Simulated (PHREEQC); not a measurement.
Dissolve 2.8 mmol/kgw H2SO4, 0.08 mmol/kgw MnSO4 and 0.2 mmol/kgw NaHCO3 at 25 °C. Closed to the air; pH follows from the charge balance.

Equilibrium calculation in PHREEQC: ion-association model, wateq4f.dat.

Precipitation was switched off in this run.

**Question.** Predict the pH.

**Answer.** pH 2.36.

**Question.** In which forms is Mn present?

**Answer.** Mn+2 84 %, MnSO4 16 % of the Mn.
